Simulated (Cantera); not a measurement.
A perfectly stirred reactor is fed with 5.58 % C2H6, 19.7 % O2, 74.2 % N2, 0.496 % CO2, equivalence ratio 0.99, at 3750 Torr; it is adiabatic with a 375 K inlet, and is followed from long to short residence time, starting on the burning branch (τ in s: 0.05, 0.02, 0.0079, 0.0031, 0.0012, 0.00049, 0.0002, 7.8e-05, 3.1e-05).

Computed with Cantera and GRI-Mech 3.0 (53 species, 325 reactions).

One state of this run: T (K) = 2187; x C2H6 = 9.61e-6; x O2 = 0.0140; x HCO = 9.84e-7; x CH2O = 9.72e-6; x H2O = 0.151. x: mole fraction; the columns are a selection and need not sum to one.

Which value of τ (s) does it belong to?
(A) 0.0012
(B) 0.00020
(C) 0.00049
(D) 3.1e-5

C, 0.00049
